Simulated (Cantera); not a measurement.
A perfectly stirred reactor is fed with CO : H2 : O2 : N2 = 1 : 0.049 : 0.53 : 1.99 (molar parts), equivalence ratio 0.99, at 0.987 atm; it is adiabatic with a 725 K inlet, and is followed from long to short residence time, starting on the burning branch (τ in s: 0.24, 0.11, 0.047, 0.021, 0.0092, 0.0041, 0.0018, 0.00081, 0.00036, 0.00016, 7.1e-05, 3.1e-05, 1.4e-05).

Detailed kinetics in Cantera: GRI-Mech 3.0 (53 species, 325 reactions).

**Question.** What does this change do: pressure from 0.987 atm to 9.87 atm?

**Answer.** 
| quantity | before | after |
|---|---|---|
| blow-out, bracketed by the residence times tried | burning at 0.160 ms, out at 71.0 µs | burning at 14.0 µs, the shortest tried |
| x(CO) at τ = 0.240 s | 0.0645 | 0.0469 |
| x(H2) at τ = 0.240 s | 0.000531 | 0.000362 |
| x(O2) at τ = 0.240 s | 0.0284 | 0.0201 |
| x(HO2) at τ = 0.240 s | 1.20e-6 | 2.33e-6 |
| x(NO2) at τ = 0.240 s | 2.39e-6 | 6.12e-6 |
| x(CO) at τ = 1.80 ms | 0.113 | 0.0545 |
| x(H2) at τ = 1.80 ms | 0.00107 | 0.000423 |
| x(O2) at τ = 1.80 ms | 0.0516 | 0.0251 |
| x(HO2) at τ = 1.80 ms | 3.58e-6 | 2.96e-6 |
| x(NO2) at τ = 1.80 ms | 1.57e-7 | 5.76e-6 |
The hydrogen kinetics of GRI-Mech 3.0 are dated; newer H2 mechanisms differ, most at raised pressure.
